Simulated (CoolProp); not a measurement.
The fluid at 298.15 K and 0.074 MPa expands adiabatically to 0.00884 MPa with isentropic efficiency 1. The same conditions are run with several fluids, on thermodynamics alone (safety and materials aside).

Model: reference Helmholtz-energy equation of state of each fluid (R143a: Lemmon and Jacobsen 2000; R152A: Outcalt 1996; oxygen: Schmidt 1985; n-perfluorobutane: Gao 2022), in CoolProp.

```csv
fluid,work (kJ/kg),final temperature (K),final density (kg/m³)
R143a,?,?,?
R152A,68.8,?,?
oxygen,?,162.7,?
n-perfluorobutane,20.9,272.5,?
```

### Question
Complete the blanks.

### Answer

- R143a, work (kJ/kg): 55.3
- R143a, final temperature (K): 232.7
- R143a, final density (kg/m³): 0.385
- R152A, final temperature (K): 222.9
- R152A, final density (kg/m³): 0.317
- oxygen, work (kJ/kg): 123
- oxygen, final density (kg/m³): 0.209
- n-perfluorobutane, final density (kg/m³): 0.932
